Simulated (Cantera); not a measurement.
A perfectly stirred reactor is fed with H2 : O2 = 0.13 : 1 (molar parts), equivalence ratio 0.065, at 1330 Pa; it is held at 1200 K, and followed from long to short residence time.

Cantera simulation using the H2/O2 subset of GRI-Mech 3.0, which has no nitrogen chemistry; the numbers are that mechanism's predictions, not measurements. Radical loss at walls, strong at low pressure, is not modelled. The temperature is held fixed by assumption; the heat of reaction is taken as removed at once.

What does this change do: temperature 1200 to 1075 K?


```json
[
 {"quantity": "x(H2) at τ = 4.80 s", "before": "0.000145", "after": "0.000211"},
 {"quantity": "x(O2) at τ = 4.80 s", "before": "0.876", "after": "0.877"},
 {"quantity": "x(OH) at τ = 4.80 s", "before": "0.00104", "after": "0.000543"},
 {"quantity": "x(H2O) at τ = 4.80 s", "before": "0.121", "after": "0.121"},
 {"quantity": "x(HO2) at τ = 4.80 s", "before": "1.74e-6", "after": "2.70e-6"},
 {"quantity": "x(H2) at τ = 72.0 ms", "before": "0.00187", "after": "0.00256"},
 {"quantity": "x(O2) at τ = 72.0 ms", "before": "0.859", "after": "0.866"},
 {"quantity": "x(OH) at τ = 72.0 ms", "before": "0.00401", "after": "0.00234"},
 {"quantity": "x(H2O) at τ = 72.0 ms", "before": "0.114", "after": "0.115"},
 {"quantity": "x(HO2) at τ = 72.0 ms", "before": "5.57e-6", "after": "8.03e-6"}
]
```

What does this change do: O2 1 to 1.4 parts?


```json
[
 {"quantity": "x(H2) at τ = 4.80 s", "before": "0.000145", "after": "0.000109"},
 {"quantity": "x(O2) at τ = 4.80 s", "before": "0.876", "after": "0.910"},
 {"quantity": "x(OH) at τ = 4.80 s", "before": "0.00104", "after": "0.000898"},
 {"quantity": "x(H2O) at τ = 4.80 s", "before": "0.121", "after": "0.0881"},
 {"quantity": "x(HO2) at τ = 4.80 s", "before": "1.74e-6", "after": "1.36e-6"},
 {"quantity": "x(H2) at τ = 72.0 ms", "before": "0.00187", "after": "0.00136"},
 {"quantity": "x(O2) at τ = 72.0 ms", "before": "0.859", "after": "0.893"},
 {"quantity": "x(OH) at τ = 72.0 ms", "before": "0.00401", "after": "0.00340"},
 {"quantity": "x(H2O) at τ = 72.0 ms", "before": "0.114", "after": "0.0827"},
 {"quantity": "x(HO2) at τ = 72.0 ms", "before": "5.57e-6", "after": "4.38e-6"}
]
```
